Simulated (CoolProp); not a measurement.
A simple Rankine cycle with R21: condensing at 303.15 K, boiler at 1.43 MPa, turbine inlet 472 K, turbine efficiency 0.75, pump efficiency 0.6, no recuperator. Each further row changes one setting.

Computed with CoolProp (reference Helmholtz-energy equation of state, Platzer 1990). This equation is an older, rougher fit; its heat capacities, sound speeds and derivatives of the liquid may be far off and weren't checked against measurements.

| case | thermal efficiency (%) | net work (kJ/kg) | heat in (kJ/kg) | turbine exit temperature (K) | volume ratio over the turbine |
|---|---|---|---|---|---|
| as stated | 13.3 | … | 333 | 394.6 | 5.92 |
| condensing temperature 295.15 K | … | 50.0 | 341 | … | … |
| boiler pressure 1 MPa | 11.1 | … | 337 | 410.1 | … |
| turbine efficiency 0.65 | 11.5 | 38.1 | 333 | … | 6.06 |

Question: What belongs in the gaps?

Answer: 
- as stated, net work (kJ/kg): 44.2
- condensing temperature 295.15 K, thermal efficiency (%): 14.7
- condensing temperature 295.15 K, turbine exit temperature (K): 385.2
- condensing temperature 295.15 K, volume ratio over the turbine: 7.61
- boiler pressure 1 MPa, net work (kJ/kg): 37.6
- boiler pressure 1 MPa, volume ratio over the turbine: 4.19
- turbine efficiency 0.65, turbine exit temperature (K): 403.3
